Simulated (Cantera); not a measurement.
An adiabatic, constant-pressure homogeneous reactor starts with 14.5 % CH₄, 1.74 % H₂, 17.6 % O₂, 66.2 % N₂, at 1798 K and 473 Torr.

Model: GRI-Mech 3.0 (53 species, 325 reactions), integrated in Cantera.

Question: Predict: time of steepest temperature rise; temperature at 10.0 s; equilibrium temperature; x(H₂) at 10.0 s; x(O₂) at 10.0 s; x(HCN) at 10.0 s; x(O) at 10.0 s.

Answer: time of steepest temperature rise: 0.154 ms
temperature at 10.0 s: 2764 K
equilibrium temperature: 2764 K
x(H₂) at 10.0 s: 0.106 (gas-phase equilibrium 0.106)
x(O₂) at 10.0 s: 0.00103 (gas-phase equilibrium 0.00103)
x(HCN) at 10.0 s: 2.56e-8 (gas-phase equilibrium 2.56e-8)
x(O) at 10.0 s: 0.00191 (gas-phase equilibrium 0.00191)
